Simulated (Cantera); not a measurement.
A closed system holds: 1 mol Ta2O5, 4.5 mol C, 0.038 mol CO, 1.4 mol CH4, equilibrated at 81000 Pa.

These are equilibrium values from Cantera (NASA tables, ideal gas, pure condensed phases), not measurements of a reactor. Candidate condensed phases: C, C6H6, C7H8, C8H18, H2O, Ta, TaC, Ta2O5; 113 gas species. Mutual solubility and eutectic melting of coexisting phases are not modelled. TaC: taken at fixed stoichiometry. Condensed phases not in the tables: Ta2C. The numbers say what is thermodynamically allowed, not how fast it happens. All values below are at 2127 °C.

Base state: CO 0.598, H2 0.386, H 0.0110, H2O 0.00323, CO2 0.000846, TaO2 0.000230, TaO 4.03e-5, OH 1.69e-5 (mole fractions); condensed: TaC(s) + Ta2O5(l).

Task: What changes in the equilibrium state with this change: Ta2O5 replaced by CuO?

Result: 
```
species             before    after
----------------  --------  -------
H2                   0.386    0.628
CO                   0.598    0.237
Cu                       0    0.115
H                   0.0110   0.0140
TaO2              0.000230        0
Cu2                      0  0.00144
C2H2 (acetylene)   8.98e-9  0.00438
TaC(s), mol           1.69        0
Ta2O5(l), mol        0.152        0
C(graphite), mol         0     4.86
Cu(l), mol               0    0.482
```
Further candidate phases: Cu, CuO, Cu(OH)2, Cu2O.
